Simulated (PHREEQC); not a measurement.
Solution (20 °C): 6.5 mol/kgw NaOH, 0.0027 mol/kgw Na2B4O7 and 1.7 mol/kgw KBr. Closed to the air; pH follows from the charge balance.

The numbers come from PHREEQC with the Pitzer model, pitzer.dat.

```
Property                    Value
-------------------  ------------
pH                          15.52
ionic strength       8.21 mol/kgw
activity of water           0.644
density               1.300 g/cm³
osmotic coefficient         1.490
total alkalinity      6500 meq/kg
```

```tsv
species	molality	activity	log γ
Na+	6.50	7.81	0.079
OH-	6.50	14.4	0.347
Br-	1.70	0.671	-0.404
K+	1.70	2.80	0.216
B(OH)4-	0.0108	0.00596	-0.258
B(OH)3	2.79e-8	4.90e-9	-0.755
```

No solid was allowed to form. In brines, pH and single-ion activities rest on the MacInnes convention.
